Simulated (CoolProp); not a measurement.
Vapour pressure (MPa) of sulfur dioxide: the reference equation beside estimates from Tc = 157.5 °C, pc = 7.887 MPa, ω = 0.256.

Model: reference Helmholtz-energy equation of state, Gao 2016, in CoolProp.

| T (°C) | reference | van der Waals | Soave-Redlich-Kwong |
|---|---|---|---|
| 30.85 | 0.4749 | … | 0.4749 |
| 41.15 | 0.6523 | … | … |
| 51.35 | 0.8736 | 2.279 | … |
| 61.65 | 1.150 | 2.645 | 1.158 |
| 71.95 | 1.488 | 3.047 | 1.501 |
| 82.15 | 1.890 | … | 1.910 |
| 92.45 | … | … | 2.401 |
| 102.75 | 2.941 | 4.472 | 2.979 |
| 113.05 | … | 5.026 | 3.654 |

**Question.** Some entries are withheld; supply them.

**Answer.** 
- 30.85, van der Waals: 1.650
- 41.15, van der Waals: 1.950
- 41.15, Soave-Redlich-Kwong: 0.6537
- 51.35, Soave-Redlich-Kwong: 0.8775
- 82.15, van der Waals: 3.482
- 92.45, reference: 2.373
- 92.45, van der Waals: 3.957
- 113.05, reference: 3.605

Absolute difference from the reference over all 9 rows, mean and median: van der Waals 120.5 and 104.8 %, Soave-Redlich-Kwong 0.8 and 0.9 %.
